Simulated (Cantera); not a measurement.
Input: 1 mol SiH₄, a varied amount of H₂O, 190 mol N₂, at 950 °C and 18.0 mbar.

Cantera equilibrium calculation (NASA polynomials, part measured and part estimated; ideal gas, pure solids and liquids). Candidate condensed phases: H₂O, Si, SiO₂, Si₂N₂O, Si₃N₄; 35 gas species. N₂ is the only nitrogen source here; it is nearly inert below about 1500 K, so the nitride shown seldom forms there in practice. Mutual solubility and eutectic melting of coexisting phases are not modelled. The tables hold silica as quartz up to 1696 K and as liquid above; real silica turns to tridymite and cristobalite and melts near 1996 K. Kinetics and transport are ignored.

x: gas mole fraction; n: condensed amount in mol.

```
n(H₂O) (mol)   x N₂     x H₂O    x H₂      x H     x SiO    x NH₃  n Si₂N₂O(s)  n Si₃N₄(s)  n SiO₂(β-quartz)
------------  -----  --------  ------  -------  --------  -------  -----------  ----------  ----------------
0.37          0.988  1.49e-11  0.0124  2.50e-7  1.78e-10  4.22e-9        0.370      0.0867                 0
1             0.984   1.51e-6  0.0156  2.80e-7   5.05e-8  5.96e-9        0.333           0             0.333
1.7           0.981   1.85e-6  0.0191  3.11e-7   5.05e-8  8.09e-9        0.100           0             0.800
2.4           0.977   0.00206  0.0206  3.22e-7  4.88e-11  9.03e-9            0           0              1.00
3.1           0.974   0.00564  0.0205  3.22e-7  1.78e-11  8.96e-9            0           0              1.00
3.7           0.971   0.00869  0.0204  3.21e-7  1.15e-11  8.91e-9            0           0              1.00
4.4           0.967    0.0122  0.0204  3.21e-7  8.14e-12  8.84e-9            0           0              1.00
5.1           0.964    0.0157  0.0203  3.20e-7  6.30e-12  8.78e-9            0           0              1.00
5.8           0.961         …  0.0202  3.20e-7         …  8.72e-9            0           0              1.00
6.4           0.958    0.0222  0.0202  3.19e-7  4.44e-12  8.67e-9            0           0              1.00
7.1           0.954         …  0.0201  3.19e-7         …  8.61e-9            0           0              1.00
7.8           0.951    0.0290  0.0200  3.18e-7  3.37e-12  8.55e-9            0           0              1.00
```

Question: Complete the blanks.

Answer: 
- 7.1, x H₂O: 0.0256
- 7.1, x SiO: 3.83e-12
- 5.8, x H₂O: 0.0192
- 5.8, x SiO: 5.14e-12
